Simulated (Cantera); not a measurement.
Feed: 1 mol Cu2O, 92 mol H2, 7.4 mol H2O, at 20.0 Pa.

These are equilibrium values from Cantera (NASA tables, ideal gas, pure condensed phases), not measurements of a reactor. Candidate condensed phases: Cu, CuO, Cu(OH)2, Cu2O, H2O; 12 gas species. Rates play no part.

At 1200 K, list the 4 most abundant gas species with their mole fractions, and the condensed phases.

H2 0.915, H2O 0.0845, Cu 6.14e-5, H 1.34e-5. Condensed: Cu(s).
